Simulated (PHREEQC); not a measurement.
Solution (86 °C): 0.0023 mol/kgw Cu(BF4)2, 0.002 mol/kgw ZnSO4 and 0.012 mol/kgw Li2SO4. Closed to the air; pH follows from the charge balance.

Equilibrium calculation in PHREEQC: ion-association model, phreeqc.dat.

Each row changes one thing in this solution. This is a speciation only: nothing precipitates in the calculation.

```json
[
 {"case": "as made", "pH": "3.37", "ionic strength (mol/kgw)": "0.0423", "SO4-2 (mol/kgw)": "0.0106", "HF (mol/kgw)": "0.00612", "F- (mol/kgw)": "0.00357", "H3BO3 (mol/kgw)": "0.00210"},
 {"case": "0.0009 mol/kgw HF added", "pH": "3.34", "ionic strength (mol/kgw)": "0.0423", "SO4-2 (mol/kgw)": "0.0105", "HF (mol/kgw)": "0.00647", "F- (mol/kgw)": "0.00353", "H3BO3 (mol/kgw)": "0.00196"},
 {"case": "Cu(BF4)2 from 0.0023 to 0.00345 mol/kgw", "pH": "3.32", "ionic strength (mol/kgw)": "0.0443", "SO4-2 (mol/kgw)": "0.0102", "HF (mol/kgw)": "0.00733", "F- (mol/kgw)": "0.00384", "H3BO3 (mol/kgw)": "0.00231"},
 {"case": "temperature from 86 to 15 °C", "pH": "3.05", "ionic strength (mol/kgw)": "0.0441", "SO4-2 (mol/kgw)": "0.0114", "HF (mol/kgw)": "0.00224", "F- (mol/kgw)": "0.00244", "H3BO3 (mol/kgw)": "0.00100"},
 {"case": "temperature from 86 to 75 °C", "pH": "3.30", "ionic strength (mol/kgw)": "0.0425", "SO4-2 (mol/kgw)": "0.0107", "HF (mol/kgw)": "0.00533", "F- (mol/kgw)": "0.00332", "H3BO3 (mol/kgw)": "0.00187"},
 {"case": "ZnSO4 from 0.002 to 0.0022 mol/kgw", "pH": "3.37", "ionic strength (mol/kgw)": "0.0427", "SO4-2 (mol/kgw)": "0.0107", "HF (mol/kgw)": "0.00611", "F- (mol/kgw)": "0.00357", "H3BO3 (mol/kgw)": "0.00210"},
 {"case": "0.0045 mol/kgw KBr added", "pH": "3.36", "ionic strength (mol/kgw)": "0.0465", "SO4-2 (mol/kgw)": "0.0104", "HF (mol/kgw)": "0.00613", "F- (mol/kgw)": "0.00355", "H3BO3 (mol/kgw)": "0.00210"},
 {"case": "diluted 100-fold with water", "pH": "4.10", "ionic strength (mol/kgw)": "0.000580", "SO4-2 (mol/kgw)": "0.000134", "HF (mol/kgw)": "5.15e-5", "F- (mol/kgw)": "0.000132", "H3BO3 (mol/kgw)": "4.60e-5"},
 {"case": "Cu(BF4)2 from 0.0023 to 0.00046 mol/kgw", "pH": "3.63", "ionic strength (mol/kgw)": "0.0394", "SO4-2 (mol/kgw)": "0.0116", "HF (mol/kgw)": "0.00170", "F- (mol/kgw)": "0.00181", "H3BO3 (mol/kgw)": "0.000870"}
]
```

Away from 25 °C the constants follow the database's enthalpies or fits; those with neither stay at their 25 °C values. Real BF4- forms and hydrolyses slowly; the run takes it at equilibrium.
